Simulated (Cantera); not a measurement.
Charge: 1 mol SiHCl3, 0.32 mol HCl, 9.8 mol H2, equilibrated at 0.00160 bar.

Equilibrium computed with Cantera from the NASA thermochemical tables; the gas is ideal and each condensed phase is pure. Candidate condensed phases: Si; 19 gas species. Gases not in the tables: Si2H6 and higher silanes. Rates play no part.

Question: Which condensed phases are stable at each of these points (T (°C)): 1602, 1652, 1702, 1752, 1802, 1852, 1902, 1952, 2002, 2052, 2102, 2152, 2202, 2252?

Answer: 
```csv
T (°C),condensed phases,Si condensed (%)
1602,Si(l),9.6
1652,Si(l),3.8
1702,gas only,0.0
1752,gas only,0.0
1802,gas only,0.0
1852,gas only,0.0
1902,gas only,0.0
1952,gas only,0.0
2002,gas only,0.0
2052,gas only,0.0
2102,gas only,0.0
2152,gas only,0.0
2202,gas only,0.0
2252,gas only,0.0
```

From 1602 °C to 1652 °C the condensed part is Si(l). From 1702 °C to 2252 °C nothing is condensed.
